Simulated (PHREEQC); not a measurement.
Solution (33 °C): 0.054 mol HNO3, 0.083 mol Fe(NO3)3 and 0.00026 mol H3BO3 per kg of water. Closed to the air; pH follows from the charge balance.

Equilibrium calculation in PHREEQC: ion-association model, wateq4f.dat.

The pH comes out as 1.29 and the ionic strength comes out as 0.541 mol/kgw. The activity of water is 0.992 and the total alkalinity comes out as -220 meq/kg.

```
species     molality  activity   log γ
----------  --------  --------  ------
NO3-           0.303     0.182  -0.220
Fe+3          0.0696   0.00584  -1.076
H+            0.0675    0.0513  -0.120
FeOH+2       0.00563   0.00115  -0.688
Fe2(OH)2+4   0.00380   2.60e-5  -2.165
H3BO3       0.000260  0.000295   0.054
Fe3(OH)4+5   6.35e-5   2.64e-8  -3.382
Fe(OH)2+     1.45e-5   9.95e-6  -0.165
```

This is a speciation only: nothing precipitates in the calculation. Saturation is exceeded, for instance for Hematite (slow to form), Goethite (slow to form); the values hold only as long as no solid forms.
